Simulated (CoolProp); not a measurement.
Properties of oxygen along the isotherm 277.8 K (Tc = 154.6 K, pc = 50.46 bar, ω = 0.022).

The numbers come from the reference Helmholtz-energy equation of state, Schmidt 1985 in CoolProp.

```json
[
 {"p (bar)": "31.5", "phase": "gas", "density (kg/m³)": "44.84", "cp (kJ/(kg K))": "0.9776", "viscosity (µPa s)": "20.1", "Prandtl number": "0.748", "fugacity coefficient": "0.9730"},
 {"p (bar)": "63.1", "phase": "supercritical", "density (kg/m³)": "92.03", "cp (kJ/(kg K))": "1.046", "viscosity (µPa s)": "20.9", "Prandtl number": "0.782", "fugacity coefficient": "0.9480"},
 {"p (bar)": "94.6", "phase": "supercritical", "density (kg/m³)": "140.7", "cp (kJ/(kg K))": "1.117", "viscosity (µPa s)": "22.0", "Prandtl number": "0.817", "fugacity coefficient": "0.9255"},
 {"p (bar)": "126", "phase": "supercritical", "density (kg/m³)": "190.1", "cp (kJ/(kg K))": "1.186", "viscosity (µPa s)": "23.2", "Prandtl number": "0.853", "fugacity coefficient": "0.9057"},
 {"p (bar)": "158", "phase": "supercritical", "density (kg/m³)": "240.2", "cp (kJ/(kg K))": "1.250", "viscosity (µPa s)": "24.7", "Prandtl number": "0.888", "fugacity coefficient": "0.8883"},
 {"p (bar)": "189", "phase": "supercritical", "density (kg/m³)": "287.3", "cp (kJ/(kg K))": "1.302", "viscosity (µPa s)": "26.4", "Prandtl number": "0.917", "fugacity coefficient": "0.8742"},
 {"p (bar)": "221", "phase": "supercritical", "density (kg/m³)": "333.6", "cp (kJ/(kg K))": "1.342", "viscosity (µPa s)": "28.3", "Prandtl number": "0.940", "fugacity coefficient": "0.8625"},
 {"p (bar)": "252", "phase": "supercritical", "density (kg/m³)": "375.5", "cp (kJ/(kg K))": "1.369", "viscosity (µPa s)": "30.2", "Prandtl number": "0.957", "fugacity coefficient": "0.8539"}
]
```

Viscosity comes from a separate model (Lemmon 2004). Thermal conductivity comes from a separate model (Lemmon 2004).
